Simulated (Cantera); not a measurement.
Charge: 1 mol PbO, 0.059 mol CO, 0.16 mol N₂, held at 3.80 bar.

Equilibrium computed with Cantera from the NASA thermochemical tables; the gas is ideal and each condensed phase is pure. Candidate condensed phases: C, Pb, PbO, PbO₂, Pb₃O₄; 27 gas species. Each liquid is taken as pure. Mutual solubility and eutectic melting of coexisting phases are not modelled. Gases not in the tables: (PbO)n polymers. Rates play no part.

x: gas mole fraction; n: condensed amount in mol.

```json
[
 {"T (K)": "873", "x N₂": "0.731", "x CO₂": "0.269", "x Pb": "1.67e-7", "x PbO": "6.21e-10", "n Pb(l)": "0.0590", "n PbO(yellow)": "0.941", "n PbO(l)": "0"},
 {"T (K)": "923", "x N₂": "0.731", "x CO₂": "0.269", "x Pb": "6.67e-7", "x PbO": "4.96e-9", "n Pb(l)": "0.0590", "n PbO(yellow)": "0.941", "n PbO(l)": "0"},
 {"T (K)": "973", "x N₂": "0.731", "x CO₂": "0.269", "x Pb": "2.30e-6", "x PbO": "3.18e-8", "n Pb(l)": "0.0590", "n PbO(yellow)": "0.941", "n PbO(l)": "0"},
 {"T (K)": "1023", "x N₂": "0.731", "x CO₂": "0.269", "x Pb": "7.02e-6", "x PbO": "1.69e-7", "n Pb(l)": "0.0590", "n PbO(yellow)": "0.941", "n PbO(l)": "0"},
 {"T (K)": "1073", "x N₂": "0.731", "x CO₂": "0.269", "x Pb": "?", "x PbO": "?", "n Pb(l)": "0.0590", "n PbO(yellow)": "0.941", "n PbO(l)": "0"},
 {"T (K)": "1123", "x N₂": "0.731", "x CO₂": "0.269", "x Pb": "4.81e-5", "x PbO": "3.01e-6", "n Pb(l)": "0.0590", "n PbO(yellow)": "0.941", "n PbO(l)": "0"},
 {"T (K)": "1173", "x N₂": "0.731", "x CO₂": "0.269", "x Pb": "0.000111", "x PbO": "1.02e-5", "n Pb(l)": "0.0590", "n PbO(yellow)": "0", "n PbO(l)": "0.941"},
 {"T (K)": "1223", "x N₂": "0.730", "x CO₂": "0.269", "x Pb": "0.000239", "x PbO": "2.86e-5", "n Pb(l)": "0.0589", "n PbO(yellow)": "0", "n PbO(l)": "0.941"},
 {"T (K)": "1273", "x N₂": "0.730", "x CO₂": "0.269", "x Pb": "0.000483", "x PbO": "7.36e-5", "n Pb(l)": "0.0589", "n PbO(yellow)": "0", "n PbO(l)": "0.941"},
 {"T (K)": "1323", "x N₂": "0.730", "x CO₂": "0.269", "x Pb": "0.000925", "x PbO": "0.000176", "n Pb(l)": "0.0587", "n PbO(yellow)": "0", "n PbO(l)": "0.941"},
 {"T (K)": "1373", "x N₂": "0.729", "x CO₂": "0.268", "x Pb": "?", "x PbO": "?", "n Pb(l)": "0.0585", "n PbO(yellow)": "0", "n PbO(l)": "0.941"},
 {"T (K)": "1423", "x N₂": "0.728", "x CO₂": "0.268", "x Pb": "0.00295", "x PbO": "0.000823", "n Pb(l)": "0.0582", "n PbO(yellow)": "0", "n PbO(l)": "0.941"}
]
```

**Question.** What belongs in the gaps?

**Answer.** 
- 1073, x Pb: 1.92e-5
- 1073, x PbO: 7.66e-7
- 1373, x Pb: 0.00169
- 1373, x PbO: 0.000392
